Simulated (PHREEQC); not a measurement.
Dissolve 7.1 mmol/kgw MnSO4 and 0.041 mmol/kgw NH4HCO3 at 14 °C. Closed to the air; pH follows from the charge balance.

Computed with PHREEQC (ion-association model, wateq4f.dat).

**Question.** The ionic strength comes out as 0.0224 mol/kgw. What activity coefficients do HCO3-, NH4+, NH4SO4-, MnHCO3+, SO4-2 get?

**Answer.** HCO3- 0.87, NH4+ 0.87, NH4SO4- 0.87, MnHCO3+ 0.87, SO4-2 0.57.

This is a speciation only: nothing precipitates in the calculation. Saturation is exceeded, for instance for Rhodochrosite; the values hold only as long as no solid forms. Constants without temperature data keep their 25 °C values here.
